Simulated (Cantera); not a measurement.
Cantera run:

```python
import numpy as np
import cantera as ct

gas_names = """
    B BH BH2 BH3 BO BO2 B2 B2O B2O2 B2O3 B3O3H3 H HBO HBO2 HO2 H2 H2O H2O2 H3B3O6 O OH O2 O3
""".split()
cond_names = """
    B(b) B(L) B2O3(L) B3O3H3(cr) H2O(s) H2O(L)
""".split()


def load(file, names, dense=False):
    # The tables refer to 1 bar. Condensed volumes are neglected.
    table = {s.name: s for s in ct.Species.list_from_file(file)}
    out = []
    for n in names:
        d = dict(table[n].input_data)
        d["thermo"] = dict(d["thermo"], **{"reference-pressure": 1e5})
        if dense:
            d["equation-of-state"] = {"model": "constant-volume", "density": "1e6 g/cm^3"}
        out.append(ct.Species.from_dict(d))
    return out


gas = ct.Solution(thermo="ideal-gas", species=load("nasa_gas.yaml", gas_names))
cond = {s.name: ct.Solution(thermo="fixed-stoichiometry", species=[s], name=s.name)
        for s in load("nasa_condensed.yaml", cond_names, dense=True)}
atoms = {
    'B2H6': {'B': 2, 'H': 6},
    'O2': {'O': 2},
}
top_T = {}  # K; cautious upper limits of use, not melting points


def equilibrate(T, P, feed):
    n = {}
    for name, mol in feed.items():
        for a, k in atoms[name].items():
            n[a] = n.get(a, 0.0) + k * mol
    gas.TPX = T, P, n
    mass = sum(n.values()) * gas.mean_molecular_weight
    gas.equilibrate("TP")
    valid = [c for c in cond.values() if c.min_temp <= T <= top_T.get(c.name, c.max_temp)]
    mix = ct.Mixture([(gas, mass / gas.mean_molecular_weight)] + [(c, 0.0) for c in valid])
    mix.T, mix.P = T, P
    mix.equilibrate("TP", solver="vcs", rtol=1e-11, max_steps=5000)
    return mix


results = []
feed = {'B2H6': 1, 'O2': 5.1}  # mol
T = 2223.15  # K
P = 13332.2  # Pa
mix = equilibrate(T, P, feed)
results.append((T, P, feed, dict(zip(mix.species_names, mix.species_moles))))
x = sorted(zip(gas.X, gas.species_names), reverse=True)
print(f"T = {T:g} K  P = {P:g} Pa  gas = {mix.phase_moles(0):.4g} mol")
print("   x: " + "  ".join(f"{s} {v:.3e}" for v, s in x if v > 1e-05))
print("   condensed (mol): " + ("  ".join(f"{mix.phase(i).name} {mix.phase_moles(i):.4g}"
      for i in range(1, mix.n_phases) if mix.phase_moles(i) > 1e-12) or "none"))
```

Result:

```
T = 2223.15 K  P = 13332.2 Pa  gas = 6.181 mol
   x: H2O 3.466e-01  O2 3.298e-01  HBO2 2.536e-01  B2O3 2.666e-02  OH 1.885e-02  BO2 1.660e-02  O 4.920e-03  H2 2.176e-03  H 8.191e-04  BO 7.964e-05  HBO 1.775e-05  HO2 1.010e-05
   condensed (mol): none
```

Equilibrium computed with Cantera from the NASA thermochemical tables; the gas is ideal and each condensed phase is pure. The feed counts by its element totals alone.
